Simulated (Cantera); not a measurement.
**Thermodynamics of silicon epitaxy and polysilicon growth, feed SiHCl3 + HCl + N2**

Charge: 1 mol SiHCl3, 2.9 mol HCl, 230 mol N2, held at 1202 °C.

These are equilibrium values from Cantera (NASA tables, ideal gas, pure condensed phases), not measurements of a reactor. Candidate condensed phases: NH4Cl, Si, Si3N4; 28 gas species. N2 is the only nitrogen source here; it is nearly inert below about 1500 K, so the nitride shown seldom forms there in practice. The tables' values for SiCl3 are old estimates; treat these amounts as uncertain. Equilibrium is a limit: real reactors are often held back by kinetics, nucleation or transport.

From 1.00 mbar to 21.0 mbar nothing is condensed. From 96.0 mbar to 2.00 bar the condensed part is Si3N4(s). The main Si-bearing gas is SiCl2 at 1.00 mbar and SiCl4 at 2.00 bar.

| P (Pa) | x N2 | x HCl | x SiCl2 | x SiCl4 | n Si3N4(s) |
|---|---|---|---|---|---|
| 100 | 0.979 | 0.0159 | 0.00388 | 7.88e-5 | 0 |
| 460 | 0.980 | 0.0156 | 0.00355 | 0.000224 | 0 |
| 2100 | 0.980 | 0.0149 | 0.00309 | 0.000497 | 0 |
| 9600 | 0.981 | 0.0141 | 0.00226 | 0.00101 | 0.0131 |
| 44000 | 0.981 | 0.0142 | 0.000852 | 0.00181 | 0.0721 |
| 200000 | 0.982 | 0.0140 | 0.000274 | 0.00233 | 0.0945 |
x: gas mole fraction; n: condensed amount in mol.
